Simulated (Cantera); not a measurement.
A Cantera script and its output.

```python
import numpy as np
import cantera as ct

gas = ct.Solution("gri30.yaml")
gas.TPX = 498, 80000, {'CO': 1, 'H2': 1.1, 'O2': 0.808, 'N2': 3.04}
flame = ct.FreeFlame(gas, width=0.047)
flame.set_refine_criteria(ratio=3, slope=0.08, curve=0.16)
flame.transport_model = "unity-Lewis-number"
flame.solve(loglevel=0, auto=True)
z, T = flame.grid, flame.T
thick = (T[-1] - T[0]) / np.gradient(T, z).max()
show = ['CO', 'H2', 'O2', 'HO2', 'OH', 'H2O2']
print(f"laminar burning velocity  {flame.velocity[0] * 100:.3f} cm/s")
print(f"burnt temperature         {T[-1]:.1f} K")
print(f"thermal thickness         {thick * 1e3:.4f} mm")
print(f"grid points               {len(z)}")
z0 = z[flame.heat_release_rate.argmax()]
print(f"{'z/mm':>9s}{'T/K':>9s}{'u/(m/s)':>9s}" + "".join(f"{s:>11s}" for s in show))
rows = []
for k in (-3, -2, -1.5, -1, -0.5, -0.25, 0, 0.25, 0.5, 1, 2, 4, 8):
    zz = z0 + k * thick
    rows.append([k * thick, np.interp(zz, z, T), np.interp(zz, z, flame.velocity),
                 *(np.interp(zz, z, flame.X[gas.species_index(s)]) for s in show)])
    print(f"{rows[-1][0] * 1e3:9.3f}{rows[-1][1]:9.1f}{rows[-1][2]:9.3f}" + "".join(f"{x:11.3e}" for x in rows[-1][3:]))
```

Output:

```
laminar burning velocity  245.959 cm/s
burnt temperature         2458.1 K
thermal thickness         0.5032 mm
grid points               130
     z/mm      T/K  u/(m/s)         CO         H2         O2        HO2         OH       H2O2
   -1.510    498.0    2.460  1.681e-01  1.849e-01  1.358e-01  6.982e-10  1.321e-14  4.428e-11
   -1.006    498.0    2.460  1.681e-01  1.849e-01  1.358e-01  2.082e-08  9.621e-13  1.326e-09
   -0.755    498.1    2.460  1.681e-01  1.849e-01  1.358e-01  1.719e-07  1.725e-11  1.103e-08
   -0.503    498.7    2.463  1.681e-01  1.849e-01  1.358e-01  2.146e-06  4.792e-10  1.383e-07
   -0.252    530.3    2.614  1.676e-01  1.823e-01  1.341e-01  9.170e-05  2.399e-06  4.740e-06
   -0.126    759.7    3.693  1.631e-01  1.602e-01  1.205e-01  1.637e-04  3.443e-04  9.294e-06
    0.000   1224.0    5.783  1.461e-01  8.074e-02  7.475e-02  5.147e-05  2.994e-03  3.484e-06
    0.126   1521.6    7.051  1.216e-01  3.364e-02  3.824e-02  1.960e-05  7.721e-03  1.901e-06
    0.252   1675.7    7.682  1.054e-01  3.131e-02  2.734e-02  1.160e-05  1.011e-02  1.036e-06
    0.503   1839.9    8.330  9.405e-02  3.347e-02  2.071e-02  7.219e-06  1.203e-02  5.168e-07
    1.006   1998.9    8.933  9.174e-02  3.225e-02  1.660e-02  4.799e-06  1.292e-02  2.743e-07
    2.013   2146.2    9.475  9.021e-02  2.925e-02  1.277e-02  3.083e-06  1.257e-02  1.612e-07
    4.026   2272.7    9.930  8.698e-02  2.618e-02  8.901e-03  1.917e-06  1.112e-02  1.068e-07
```

Detailed kinetics in Cantera: GRI-Mech 3.0 (53 species, 325 reactions). Unity Lewis numbers drop preferential diffusion, which matters most where H2 and H carry the flame. Burning velocities carry a grid error of a few per cent, more on coarse grids.
